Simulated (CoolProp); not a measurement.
Ethane along the isotherm -26.45 °C: fugacity coefficient from the reference equation and from simpler models built on Tc = 32.2 °C, pc = 4.872 MPa, ω = 0.099; each cubic takes its own stable root.

Model: reference Helmholtz-energy equation of state, Bücker 2006, in CoolProp.

```json
[
 {"p (MPa)": "0.87", "phase": "gas", "reference": "0.8849"},
 {"p (MPa)": "1.74", "phase": "liquid", "reference": "0.5834"},
 {"p (MPa)": "2.61", "phase": "liquid", "reference": "0.3999"},
 {"p (MPa)": "3.48", "phase": "liquid", "reference": "0.3084"},
 {"p (MPa)": "4.35", "phase": "liquid", "reference": "0.2536"},
 {"p (MPa)": "5.22", "phase": "liquid", "reference": "0.2173"},
 {"p (MPa)": "6.09", "phase": "liquid", "reference": "0.1914"},
 {"p (MPa)": "6.96", "phase": "liquid", "reference": "0.1721"},
 {"p (MPa)": "7.83", "phase": "liquid", "reference": "0.1572"},
 {"p (MPa)": "8.7", "phase": "liquid", "reference": "0.1454"},
 {"p (MPa)": "9.57", "phase": "liquid", "reference": "0.1358"},
 {"p (MPa)": "10.4", "phase": "liquid", "reference": "0.1282"},
 {"p (MPa)": "11.3", "phase": "liquid", "reference": "0.1213"},
 {"p (MPa)": "12.2", "phase": "liquid", "reference": "0.1155"}
]
```

Problem. How far does each simpler model (van der Waals, Redlich-Kwong, Peng-Robinson) lie from the reference over these 14 states: mean and median of the absolute difference, and the worst?

Solution. 
- van der Waals: mean 60.7 %, median 65.0 %, worst +79.0 % at -26.45 °C and 12.2 MPa
- Redlich-Kwong: mean 8.5 %, median 9.1 %, worst +10.2 % at -26.45 °C and 12.2 MPa
- Peng-Robinson: mean 1.4 %, median 1.3 %, worst -2.5 % at -26.45 °C and 12.2 MPa

At some of these states van der Waals gives the other phase, because its saturation line lies elsewhere.
